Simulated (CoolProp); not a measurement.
Vapour-liquid equilibrium of n-heptane (1) + ethylbenzene (2) at 213.95 °C; x and y are mole fractions of (1).

Model: multi-fluid Helmholtz-energy mixture model, Span 2003 and Zhou 2012; pair parameters Bell 2016, in CoolProp.

Q: Give the bubble pressure and the first vapour's composition at x = 0.15, 0.75, 0.95. Is there an azeotrope?

A: x = 0.15: 0.6828 MPa, y = 0.273; x = 0.75: 1.083 MPa, y = 0.829; x = 0.95: 1.207 MPa, y = 0.966. No azeotrope shows between x = 0.05 and 0.95.

Pair parameters are fitted to limited data, so mixtures are less certain than the pure fluids.
